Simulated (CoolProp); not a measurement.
A closed Brayton cycle with dry air: compressor inlet 323.15 K and 4.1 MPa, high pressure 13.9 MPa, turbine inlet 815 K, compressor efficiency 0.89, turbine efficiency 0.93, recuperator effectiveness 0.9 (on enthalpy, no pinch check). Each further row changes one setting.

The numbers come from the reference Helmholtz-energy equation of state, Lemmon 2000 in CoolProp. It is a pseudo-pure fit of the blend.

```json
[
 {"case": "as stated", "thermal efficiency (%)": "(withheld)", "net work (kJ/kg)": "77.7", "compressor to turbine work": "0.67", "compressor exit (K)": "475.9", "turbine exit (K)": "603.5"},
 {"case": "turbine inlet 765 K", "thermal efficiency (%)": "(withheld)", "net work (kJ/kg)": "63.1", "compressor to turbine work": "(withheld)", "compressor exit (K)": "475.9", "turbine exit (K)": "564.6"},
 {"case": "compressor inlet 333.15 K", "thermal efficiency (%)": "(withheld)", "net work (kJ/kg)": "72.7", "compressor to turbine work": "0.69", "compressor exit (K)": "490.2", "turbine exit (K)": "603.5"},
 {"case": "high pressure 11.8 MPa", "thermal efficiency (%)": "32.7", "net work (kJ/kg)": "74.9", "compressor to turbine work": "0.64", "compressor exit (K)": "(withheld)", "turbine exit (K)": "628.6"},
 {"case": "recuperator effectiveness 0.5", "thermal efficiency (%)": "25.5", "net work (kJ/kg)": "77.7", "compressor to turbine work": "0.67", "compressor exit (K)": "475.9", "turbine exit (K)": "603.5"}
]
```

**Question.** Fill in the missing entries.

**Answer.** 
- as stated, thermal efficiency (%): 30.9
- turbine inlet 765 K, thermal efficiency (%): 27.1
- turbine inlet 765 K, compressor to turbine work: 0.71
- compressor inlet 333.15 K, thermal efficiency (%): 29.2
- high pressure 11.8 MPa, compressor exit (K): 452.3
